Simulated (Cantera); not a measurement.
A perfectly stirred reactor is fed with 31.2 % C₂H₆, 68.8 % H₂, at 100.0 Torr; it is held at 1625 K, and followed from long to short residence time.

Cantera simulation using GRI-Mech 3.0 (53 species, 325 reactions); the numbers are that mechanism's predictions, not measurements. GRI-Mech 3.0 stops at C3 and has no aromatics, soot or wall deposition, so with more carbon than oxygen in the feed, carbon stays in small species such as C2H2 where larger ones or solid carbon would form.

x: mole fraction; the columns are a selection and need not sum to one.

| τ (s) | x C₂H₆ | x H₂ | x CH₄ | x C₂H₄ | x C₂H₂ | x CH₂ | x H |
|---|---|---|---|---|---|---|---|
| 15 | 5.49e-6 | 0.792 | 0.0218 | 0.00177 | 0.184 | 2.19e-8 | 0.000183 |
| 5.0 | (withheld) | 0.785 | (withheld) | 0.00180 | 0.181 | (withheld) | 0.000195 |
| 1.7 | 3.76e-5 | 0.776 | 0.0446 | 0.00193 | 0.177 | 6.17e-8 | 0.000217 |
| 0.58 | 9.58e-5 | 0.766 | 0.0590 | 0.00231 | 0.172 | 1.10e-7 | 0.000254 |
| 0.20 | 0.000235 | 0.755 | 0.0741 | 0.00322 | 0.166 | 2.00e-7 | 0.000310 |
| 0.067 | 0.000581 | 0.742 | 0.0914 | 0.00537 | 0.159 | 3.69e-7 | 0.000388 |
| 0.023 | 0.00141 | 0.727 | 0.111 | 0.00993 | 0.149 | 6.55e-7 | 0.000481 |
| 0.0078 | 0.00346 | 0.709 | 0.133 | 0.0193 | 0.133 | 1.13e-6 | 0.000591 |
| 0.0026 | (withheld) | 0.687 | (withheld) | (withheld) | (withheld) | (withheld) | (withheld) |
| 0.00090 | 0.0212 | 0.667 | 0.169 | 0.0604 | 0.0755 | 3.16e-6 | 0.000837 |

Complete the blanks.


- 5.0, x C₂H₆: 1.44e-5
- 5.0, x CH₄: 0.0317
- 5.0, x CH₂: 3.58e-8
- 0.0026, x C₂H₆: 0.00868
- 0.0026, x CH₄: 0.155
- 0.0026, x C₂H₄: 0.0366
- 0.0026, x C₂H₂: 0.108
- 0.0026, x CH₂: 1.93e-6
- 0.0026, x H: 0.000716
